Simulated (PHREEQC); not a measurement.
PHREEQC input (ion-association model, wateq4f.dat):

```
SOLUTION_MASTER_SPECIES
  An  An-  0  An  62.0  # stands for a non-complexing anion
SOLUTION_SPECIES
  An- = An-
    -log_k 0
    -gamma 3.0 0
PHASES
  Fix_H+
    H+ = H+
    -log_k 0
SOLUTION 1
  temp 25
  units mmol/kgw
  pH 7 charge
  Cl 0.4
  Ca 0.2
  Na 100
  An 100
END
SELECTED_OUTPUT 1
  -reset false
  -pH true
  -pe true
  -ionic_strength true
  -water true
  -totals Ca Cl Na
  -molalities Hfo_wOH Hfo_wOH2+ Hfo_wO- Hfo_sOH Hfo_sOH2+ Hfo_sO- Hfo_sOHCa+2 Hfo_wOCa+
  -saturation_indices Portlandite Halite
USER_PUNCH 1
  -headings sigma psi
  10 PUNCH EDL("sigma", "Hfo"), EDL("psi", "Hfo")
PRINT
  -reset false
USE solution 1
SURFACE 1
  Hfo_wOH 0.00696629 600 3.1
  Hfo_sOH 0.000174157
EQUILIBRIUM_PHASES 1
  Fix_H+ -4 HAn 10
    -force_equality true
  O2(g) -0.68 10
END
# ... the last block is repeated for the other 16 points of pH, with NaOH or the acid as the point needs
```

Selected output (columns that matter, 15 of 17 rows; pH added in front):

```
pH	mu	Ca	Cl	Na	m_Hfo_wOH	m_Hfo_wOH2+	m_Hfo_wO-	m_Hfo_sOH	m_Hfo_sOH2+	m_Hfo_sO-	si_Portlandite	si_Halite	sigma	psi
4	0.10382	0.0002	0.0004	0.1	0.00090695	0.0060562	3.1114e-06	2.2673e-05	0.0001514	7.7785e-08	-18.915	-6.206	0.32188	0.14584
4.5	0.10328	0.00019999	0.0004	0.1	0.0017861	0.005166	1.4147e-05	4.4651e-05	0.00012915	3.5365e-07	-17.914	-6.2056	0.27395	0.13776
5	0.10269	0.00019997	0.0004	0.1	0.0028179	0.0041041	4.4324e-05	7.0436e-05	0.00010258	1.1079e-06	-16.913	-6.2051	0.21588	0.12581
5.5	0.10214	0.00019988	0.0004	0.1	0.0037555	0.0031068	0.000104	9.3822e-05	7.7615e-05	2.5982e-06	-15.913	-6.2047	0.15968	0.11076
6.5	0.10131	0.00019714	0.0004	0.1	0.0049275	0.0017143	0.00032446	0.00012123	4.2177e-05	7.9829e-06	-13.918	-6.2041	0.074167	0.073859
7	0.101	0.00018593	0.0004	0.1	0.0051902	0.0013011	0.00047431	0.00011979	3.003e-05	1.0947e-05	-12.943	-6.2039	0.045307	0.052701
7.5	0.10067	0.0001479	0.0004	0.1	0.005316	0.00099636	0.00064976	9.6377e-05	1.8063e-05	1.178e-05	-12.042	-6.2037	0.023497	0.030594
8	0.10043	8.4659e-05	0.0004	0.10012	0.0053313	0.00075923	0.0008576	5.9073e-05	8.4127e-06	9.5027e-06	-11.284	-6.203	0.0058649	0.0080721
8.5	0.10054	2.8435e-05	0.0004	0.10056	0.0052514	0.00058127	0.0010869	3.742e-05	4.142e-06	7.7446e-06	-10.758	-6.2011	-0.011038	-0.015032
9	0.10071	5.2798e-06	0.00039999	0.10099	0.0051085	0.00044352	0.001348	3.3751e-05	2.9302e-06	8.9056e-06	-10.489	-6.1994	-0.030459	-0.03837
9.5	0.10097	8.3514e-07	0.00039999	0.1015	0.0048731	0.0003206	0.0016969	3.5755e-05	2.3523e-06	1.245e-05	-10.291	-6.1974	-0.05518	-0.060822
10.5	0.10206	2.9075e-08	0.00039998	0.1033	0.0038628	0.00011836	0.0028881	3.9808e-05	1.2197e-06	2.9763e-05	-9.7512	-6.1906	-0.12944	-0.10035
11	0.10345	7.3126e-09	0.00039997	0.10519	0.003018	5.5197e-05	0.0037803	3.8057e-05	6.9602e-07	4.767e-05	-9.3548	-6.1837	-0.18078	-0.11667
11.5	0.10685	2.5237e-09	0.00039996	0.10915	0.002015	1.9383e-05	0.0047988	3.1462e-05	3.0264e-07	7.4928e-05	-8.8283	-6.1702	-0.23797	-0.12974
12	0.1165	1.4289e-09	0.00039996	0.11931	0.0010485	4.3759e-06	0.0057555	2.0219e-05	8.4383e-08	0.00011099	-8.1083	-6.138	-0.29155	-0.13786
```
